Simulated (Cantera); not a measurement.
What does this Cantera script print?

```python
import numpy as np
import cantera as ct

gas_names = """
    H H2 Hg
""".split()
cond_names = """
    Hg(cr) Hg(L)
""".split()


# ... load() reads the species with a 1 bar reference pressure and builds the phases ...
atoms = {
    'Hg': {'Hg': 1},
    'H2': {'H': 2},
}
top_T = {}  # K; cautious upper limits of use, not melting points


# ... equilibrate(T, P, feed) seeds the gas with the atoms and calls Mixture.equilibrate('TP', solver="vcs", rtol=1e-11, max_steps=5000) ...
results = []
feed = {'Hg': 1, 'H2': 12}  # mol
T = 1523.15  # K
P = 1000  # Pa
mix = equilibrate(T, P, feed)
results.append((T, P, feed, dict(zip(mix.species_names, mix.species_moles))))
x = sorted(zip(gas.X, gas.species_names), reverse=True)
print(f"T = {T:g} K  P = {P:g} Pa  gas = {mix.phase_moles(0):.4g} mol")
print("   x: " + "  ".join(f"{s} {v:.3e}" for v, s in x if v > 1e-06))
print("   condensed (mol): " + ("  ".join(f"{mix.phase(i).name} {mix.phase_moles(i):.4g}"
      for i in range(1, mix.n_phases) if mix.phase_moles(i) > 1e-12) or "none"))
```

It prints:

```
T = 1523.15 K  P = 1000 Pa  gas = 13 mol
   x: H2 9.229e-01  Hg 7.691e-02  H 2.224e-04
   condensed (mol): none
```

Equilibrium computed with Cantera from the NASA thermochemical tables; the gas is ideal and each condensed phase is pure.
